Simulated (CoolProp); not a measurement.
Cyclohexane along the isotherm 346.85 °C: fugacity coefficient from the reference equation and from simpler models built on Tc = 280.5 °C, pc = 4.081 MPa, ω = 0.209; each cubic takes its own stable root.

Model: reference Helmholtz-energy equation of state, Zhou 2014, in CoolProp.

| p (MPa) | phase | reference |
|---|---|---|
| 2.72 | gas | 0.8476 |
| 5.44 | supercritical | 0.7050 |
| 8.16 | supercritical | 0.5787 |
| 10.9 | supercritical | 0.4927 |
| 13.6 | supercritical | 0.4397 |
| 16.3 | supercritical | 0.4052 |
| 19 | supercritical | 0.3819 |
| 21.8 | supercritical | 0.3657 |
| 24.5 | supercritical | 0.3553 |
| 27.2 | supercritical | 0.3486 |
| 29.9 | supercritical | 0.3449 |
| 32.6 | supercritical | 0.3435 |
| 35.4 | supercritical | 0.3440 |
| 38.1 | supercritical | 0.3462 |
| 40.8 | supercritical | 0.3497 |

### Question
How far does each simpler model (Redlich-Kwong, Soave-Redlich-Kwong, Peng-Robinson) lie from the reference over these 15 states: mean and median of the absolute difference, and the worst?

### Answer
- Redlich-Kwong: mean 1.8 %, median 1.7 %, worst +3.2 % at 346.85 °C and 40.8 MPa
- Soave-Redlich-Kwong: mean 7.8 %, median 9.1 %, worst +11.7 % at 346.85 °C and 40.8 MPa
- Peng-Robinson: mean 2.4 %, median 2.2 %, worst -4.7 % at 346.85 °C and 40.8 MPa
